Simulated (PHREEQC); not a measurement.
Consider water at 25 °C with 0.0042 mol NH4HF2, 8.1e-05 mol H2SiF6 and 0.005 mol HBF4 per kg of water. Closed to the air; pH follows from the charge balance.

All values are PHREEQC results (ion-association model, phreeqc.dat), not measurements.

```csv
quantity,before,after
pH,2.58,2.79
ionic strength (mol/kgw),0.00715,0.00603
HF (mol/kgw),0.00711,0.0114
BF4- (mol/kgw),0.00460,0.00340
F- (mol/kgw),0.00197,0.00173
BF3OH- (mol/kgw),0.000238,0.000344
SI of Quartz (SiO2),-3.66,-1.43
```

Task: Name the change that produced these shifts.
A. temperature from 25 to 80 °C
B. 0.0025 mol/kgw TMAH added
C. HBF4 from 0.005 to 0.0005 mol/kgw
D. diluted 100-fold with water
E. diluted 10-fold with water

Result: A, temperature from 25 to 80 °C

This is a speciation only: nothing precipitates in the calculation. Away from 25 °C the constants follow the database's enthalpies or fits; those with neither stay at their 25 °C values. SiF6-2 is the database's only silicon fluoride. Real BF4- forms and hydrolyses slowly; the run takes it at equilibrium.
